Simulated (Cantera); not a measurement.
## Thermodynamics of silicon etching in halogen gases, feed Si + HCl + H2

A closed system holds: 1 mol Si, 2.8 mol HCl, 10 mol H2, equilibrated at 1100 K.

Cantera equilibrium calculation (NASA polynomials, part measured and part estimated; ideal gas, pure solids and liquids). Candidate condensed phases: Si; 19 gas species. The tables' values for SiCl3 are old estimates; treat these amounts as uncertain. Equilibrium is a limit: real reactors are often held back by kinetics, nucleation or transport.

```tsv
P (Pa)	x H2	x HCl	x SiCl2	x SiCl4	x SiHCl3	n Si(s)
1	0.828	0.129	0.0409	0.000867	8.21e-5	0.445
10	0.839	0.117	0.0334	0.00581	0.000612	0.446
100	0.866	0.0895	0.0188	0.0184	0.00263	0.438
1000	0.893	0.0579	0.00763	0.0302	0.00689	0.396
10000	0.911	0.0341	0.00260	0.0350	0.0138	0.334
100000	0.920	0.0190	0.000798	0.0330	0.0236	0.264
```
x: gas mole fraction; n: condensed amount in mol.

From 1.00 Pa to 1.00 bar the condensed part is Si(s). The main Si-bearing gas is SiCl2 at 1.00 Pa and SiCl4 at 1.00 bar. The share of Si in condensed phases is highest at 10.0 Pa (44.6 %) and lowest at 1.00 bar (26.4 %).
